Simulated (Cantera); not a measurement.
Input (Python, Cantera) and output of one run.

```python
import numpy as np
import cantera as ct

gas_names = """
    CL CLF CLF3 CL2 F F2 H HCL HF H2 H2F2 H3F3 H4F4 H5F5 H6F6 H7F7 Si SiCL SiCL2 SiCL3 SiCL4 SiF SiF2
    SiF3 SiF4 SiH SiHCL3 SiHF3 SiH2 SiH2CL2 SiH2F2 SiH3 SiH3CL SiH3F SiH4 Si2 Si3
""".split()
cond_names = """
    Si(cr) Si(L)
""".split()


# ... load() reads the species with a 1 bar reference pressure and builds the phases ...
atoms = {
    'SiCl4': {'Si': 1, 'CL': 4},
    'H2': {'H': 2},
    'HF': {'H': 1, 'F': 1},
}
top_T = {}  # K; cautious upper limits of use, not melting points


# ... equilibrate(T, P, feed) seeds the gas with the atoms and calls Mixture.equilibrate('TP', solver="vcs", rtol=1e-11, max_steps=5000) ...
results = []
feed = {'SiCl4': 1, 'H2': 8.2, 'HF': 0.18}  # mol
P = 10000  # Pa
for T in [1123, 1173, 1223, 1273, 1323, 1373, 1423, 1473, 1523, 1573, 1623, 1673]:
    mix = equilibrate(T, P, feed)
    results.append((T, P, feed, dict(zip(mix.species_names, mix.species_moles))))

top = {s: max(r[3][s] / sum(r[3][g] for g in gas_names) for r in results) for s in gas_names}
cols = sorted((s for s in top if top[s] > 0.0001), key=lambda s: -top[s])[:9]
seen = [c for c in cond_names if any(r[3].get(c, 0) > 1e-12 for r in results)]
print("log10 of partial pressures in bar; condensed amounts in mol")
print(f"{'T/K':>10s}" + "".join(f"{s[:9]:>10s}" for s in cols + seen))
for T, P, feed, n in results:
    ng = sum(n[g] for g in gas_names)
    print(f"{T:10.4g}" + "".join(f"{np.log10(max(n[s] / ng * P / 1e5, 1e-99)):10.3f}" for s in cols)
          + "".join(f"{n.get(c, 0):10.4g}" for c in seen))
```

Result:

```
log10 of partial pressures in bar; condensed amounts in mol
       T/K        H2       HCL     SiCL2     SiCL4    SiHCL3     SiCL3      SiF4        HF      SiF3
      1123    -1.075    -2.272    -3.408    -2.142    -2.711    -3.322    -3.391    -5.251    -5.102
      1173    -1.081    -2.183    -3.055    -2.192    -2.723    -3.121    -3.407    -5.037    -4.836
      1223    -1.089    -2.088    -2.785    -2.262    -2.774    -2.974    -3.424    -4.822    -4.613
      1273    -1.099    -1.996    -2.579    -2.357    -2.858    -2.876    -3.444    -4.612    -4.426
      1323    -1.110    -1.914    -2.423    -2.483    -2.974    -2.822    -3.469    -4.414    -4.265
      1373    -1.121    -1.847    -2.307    -2.644    -3.117    -2.808    -3.501    -4.231    -4.126
      1423    -1.131    -1.797    -2.223    -2.841    -3.285    -2.831    -3.543    -4.064    -4.006
      1473    -1.138    -1.762    -2.164    -3.069    -3.472    -2.884    -3.598    -3.912    -3.905
      1523    -1.144    -1.738    -2.125    -3.317    -3.672    -2.959    -3.669    -3.777    -3.823
      1573    -1.148    -1.724    -2.099    -3.574    -3.876    -3.047    -3.758    -3.656    -3.764
      1623    -1.151    -1.714    -2.083    -3.833    -4.079    -3.142    -3.869    -3.550    -3.727
      1673    -1.153    -1.708    -2.071    -4.086    -4.277    -3.238    -4.003    -3.459    -3.715
```

These are equilibrium values from Cantera (NASA tables, ideal gas, pure condensed phases), not measurements of a reactor. The tables' values for SiCl3, SiF3, SiF2, SiCl are old estimates; treat these amounts as uncertain.
